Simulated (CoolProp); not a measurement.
Methane at several states: Z from the reference equation and from simpler models built on Tc = -82.6 °C, pc = 4.599 MPa, ω = 0.011; each cubic takes its own stable root.

Model: reference Helmholtz-energy equation of state, Setzmann 1991, in CoolProp.

```
T (°C)   p (MPa)          phase  reference  van der Waals  Redlich-Kwong  Soave-Redlich-Kwong
-------  -------  -------------  ---------  -------------  -------------  -------------------
136.75      10.1  supercritical     0.9753         0.9442         0.9696               0.9873
215.35      10.3  supercritical      1.005         0.9787         0.9973                1.015
-47.75       6.5  supercritical        [?]            [?]            [?]                  [?]
-162.25   0.0189            gas     0.9934         0.9957         0.9938               0.9941
-127.55    0.449            gas        [?]            [?]            [?]                  [?]
```

**Question.** Some entries are withheld; supply them.

**Answer.** 
- -47.75, reference: 0.6656
- -47.75, van der Waals: 0.6374
- -47.75, Redlich-Kwong: 0.6691
- -47.75, Soave-Redlich-Kwong: 0.6732
- -127.55, reference: 0.9237
- -127.55, van der Waals: 0.9424
- -127.55, Redlich-Kwong: 0.9247
- -127.55, Soave-Redlich-Kwong: 0.9259
